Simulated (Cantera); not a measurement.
Charge: 1 mol Si3N4, 0.0065 mol H2O, 20 mol N2, equilibrated at 1600 °C and 8.90 Pa.

Equilibrium computed with Cantera from the NASA thermochemical tables; the gas is ideal and each condensed phase is pure. Candidate condensed phases: H2O, Si, SiO2, Si2N2O, Si3N4; 35 gas species. The tables' values for SiN are old estimates; treat these amounts as uncertain. The numbers say what is thermodynamically allowed, not how fast it happens.

Base state: N2 0.898, Si 0.0993, Si2 0.000741, Si2N 0.000475, H 0.000442, SiN 0.000319, SiO 0.000266, Si3 0.000170 (mole fractions); condensed: Si(l).

Problem. What changes in the equilibrium state with this change: pressure from 8.90 Pa to 0.133 bar?

Solution. 
| species | before | after |
|---|---|---|
| N2 | 0.898 | 0.999 |
| SiO | 0.000266 | 0.000325 |
| H2 | 4.17e-5 | 0.000309 |
| Si | 0.0993 | 2.33e-5 |
| Si2 | 0.000741 | 6.09e-8 |
| Si3 | 0.000170 | 4.89e-9 |
| Si2N | 0.000475 | 1.59e-6 |
| SiN | 0.000319 | 3.05e-6 |
| H | 0.000442 | 3.11e-5 |
| Si(l), mol | 0.483 | 0 |
| Si3N4(s), mol | 0 | 0.998 |

Problem. What changes in the equilibrium state with this change: Si3N4 replaced by SiC?

Solution. 
```json
[
 {"species": "N2", "before": "0.898", "after": "0.996"},
 {"species": "Si", "before": "0.0993", "after": "0.00330"},
 {"species": "H", "before": "0.000442", "after": "0.000484"},
 {"species": "Si2", "before": "0.000741", "after": "8.18e-7"},
 {"species": "CO", "before": "0", "after": "0.000321"},
 {"species": "SiC2", "before": "0", "after": "7.24e-5"},
 {"species": "Si(l), mol", "before": "0.483", "after": "0"},
 {"species": "C(graphite), mol", "before": "0", "after": "0.0582"},
 {"species": "SiC(s), mol", "before": "0", "after": "0.930"}
]
```
Further candidate phases: C, C6H6, C7H8, C8H18, SiC.

Problem. What changes in the equilibrium state with this change: Si3N4 replaced by Si?

Solution. 
| species | before | after |
|---|---|---|
| N2 | 0.898 | 0.952 |
| Si | 0.0993 | 0.0466 |
| H | 0.000442 | 0.000507 |
| Si2 | 0.000741 | 0.000163 |
| Si3 | 0.000170 | 1.75e-5 |
| Si2N | 0.000475 | 0.000108 |
| SiN | 0.000319 | 0.000154 |
| H2 | 4.17e-5 | 5.47e-5 |
| SiO | 0.000266 | 0.000309 |
| Si(l), mol | 0.483 | 0 |
